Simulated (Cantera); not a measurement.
Charge: 1 mol SiH4, 0.92 mol Cl2, 3.6 mol H2, held at 1175 K and 32.0 mbar.

Cantera equilibrium calculation (NASA polynomials, part measured and part estimated; ideal gas, pure solids and liquids). Candidate condensed phases: Si; 19 gas species. The tables' values for SiCl3 are old estimates; treat these amounts as uncertain. The numbers say what is thermodynamically allowed, not how fast it happens.

Base state: H2 0.860, HCl 0.0723, SiCl4 0.0360, SiCl2 0.0139, SiHCl3 0.0101, SiCl3 0.00714, SiH2Cl2 0.000363 (mole fractions); condensed: Si(s).

Task: What changes in the equilibrium state with this change: SiH4 replaced by Si2H6?

Result: 
```tsv
species	before	after
H2	0.860	0.874
HCl	0.0723	0.0691
SiCl4	0.0360	0.0290
SiHCl3	0.0101	0.00865
SiCl2	0.0139	0.0124
SiCl3	0.00714	0.00607
SiH2Cl2	0.000363	0.000331
Si(s), mol	0.581	1.59
```
The feed counts by its element totals alone.

Task: What changes in the equilibrium state with this change: Cl2 from 0.92 to 0.11 mol?

Result: 
```csv
species,before,after
H2,0.860,0.967
HCl,0.0723,0.0288
SiCl2,0.0139,0.00196
SiCl4,0.0360,0.000719
SiHCl3,0.0101,0.000569
SiCl3,0.00714,0.000380
SiH2Cl2,0.000363,5.77e-5
"Si(s), mol",0.581,0.979
```
